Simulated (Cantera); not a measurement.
## Thermodynamics of iron carbonyl, mercury and lead vapours, feed HgO + H2

Charge: 1 mol HgO, 0.2 mol H2, equilibrated at 1.00 bar.

These are equilibrium values from Cantera (NASA tables, ideal gas, pure condensed phases), not measurements of a reactor. Candidate condensed phases: H2O, Hg, HgO; 10 gas species. Equilibrium is a limit: real reactors are often held back by kinetics, nucleation or transport.

```json
[
 {"T (K)": "525", "log p H2O": "-0.05", "log p Hg": "-0.99", "log p O2": "-6.81", "log p OH": "<-12", "log p O": "<-12", "log p H2": "<-12", "log p HO2": "<-12", "log p H2O2": "<-12", "n Hg(l)": "0.177", "n HgO(s)": "0.800"},
 {"T (K)": "625", "log p H2O": "-0.30", "log p Hg": "-0.30", "log p O2": "-3.45", "log p OH": "<-12", "log p O": "<-12", "log p H2": "<-12", "log p HO2": "<-12", "log p H2O2": "<-12", "n Hg(l)": "0", "n HgO(s)": "0.800"},
 {"T (K)": "725", "log p H2O": "-0.90", "log p Hg": "-0.20", "log p O2": "-0.60", "log p OH": "-10.09", "log p O": "<-12", "log p H2": "<-12", "log p HO2": "-11.56", "log p H2O2": "-11.82", "n Hg(l)": "0", "n HgO(s)": "0"},
 {"T (K)": "825", "log p H2O": "-0.90", "log p Hg": "-0.20", "log p O2": "-0.60", "log p OH": "-8.67", "log p O": "<-12", "log p H2": "<-12", "log p HO2": "-10.40", "log p H2O2": "-10.90", "n Hg(l)": "0", "n HgO(s)": "0"},
 {"T (K)": "925", "log p H2O": "-0.90", "log p Hg": "-0.20", "log p O2": "-0.60", "log p OH": "-7.56", "log p O": "-11.17", "log p H2": "-11.71", "log p HO2": "-9.49", "log p H2O2": "-10.18", "n Hg(l)": "0", "n HgO(s)": "0"},
 {"T (K)": "1025", "log p H2O": "-0.90", "log p Hg": "-0.20", "log p O2": "-0.60", "log p OH": "-6.67", "log p O": "-9.78", "log p H2": "-10.34", "log p HO2": "-8.75", "log p H2O2": "-9.59", "n Hg(l)": "0", "n HgO(s)": "0"},
 {"T (K)": "1125", "log p H2O": "-0.90", "log p Hg": "-0.20", "log p O2": "-0.60", "log p OH": "-5.93", "log p O": "-8.64", "log p H2": "-9.22", "log p HO2": "-8.15", "log p H2O2": "-9.11", "n Hg(l)": "0", "n HgO(s)": "0"},
 {"T (K)": "1225", "log p H2O": "-0.90", "log p Hg": "-0.20", "log p O2": "-0.60", "log p OH": "-5.31", "log p O": "-7.68", "log p H2": "-8.28", "log p HO2": "-7.65", "log p H2O2": "-8.71", "n Hg(l)": "0", "n HgO(s)": "0"},
 {"T (K)": "1325", "log p H2O": "-0.90", "log p Hg": "-0.20", "log p O2": "-0.60", "log p OH": "-4.79", "log p O": "-6.86", "log p H2": "-7.47", "log p HO2": "-7.22", "log p H2O2": "-8.36", "n Hg(l)": "0", "n HgO(s)": "0"},
 {"T (K)": "1425", "log p H2O": "-0.90", "log p Hg": "-0.20", "log p O2": "-0.60", "log p OH": "-4.34", "log p O": "-6.16", "log p H2": "-6.78", "log p HO2": "-6.85", "log p H2O2": "-8.07", "n Hg(l)": "0", "n HgO(s)": "0"}
]
```
log p: log10 of the partial pressure in bar; n: condensed amount in mol.

At 525 K the condensed part is Hg(l) + HgO(s). At 625 K the condensed part is HgO(s). From 725 K to 1425 K nothing is condensed. The main Hg-bearing gas is Hg throughout.
